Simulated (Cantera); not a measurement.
An isothermal, constant-pressure homogeneous reactor starts with CH2O : O2 : N2 = 0.0024 : 0.024 : 1 (molar parts), at 1150 K and 5550 Torr. Integrator tolerance rtol = 1e-08.

Cantera simulation using GRI-Mech 3.0 (53 species, 325 reactions); the numbers are that mechanism's predictions, not measurements.

### Question
What does this change do: temperature 1150 to 1425 K?

### Answer
```
quantity                                              before                                     after
-----------------  -----------------------------------------  ----------------------------------------
x(CH2O) at 10.0 s      <1e-12 (gas-phase equilibrium <1e-12)     <1e-12 (gas-phase equilibrium <1e-12)
x(O2) at 10.0 s        0.0210 (gas-phase equilibrium 0.0210)     0.0210 (gas-phase equilibrium 0.0209)
x(OH) at 10.0 s      8.06e-8 (gas-phase equilibrium 7.71e-8)   2.06e-6 (gas-phase equilibrium 2.05e-6)
x(CH4) at 10.0 s       <1e-12 (gas-phase equilibrium <1e-12)     <1e-12 (gas-phase equilibrium <1e-12)
x(NO) at 10.0 s      1.68e-8 (gas-phase equilibrium 4.64e-5)  4.20e-7 (gas-phase equilibrium 0.000293)
x(CO) at 10.0 s    3.15e-11 (gas-phase equilibrium 3.05e-11)   8.93e-9 (gas-phase equilibrium 8.96e-9)
```
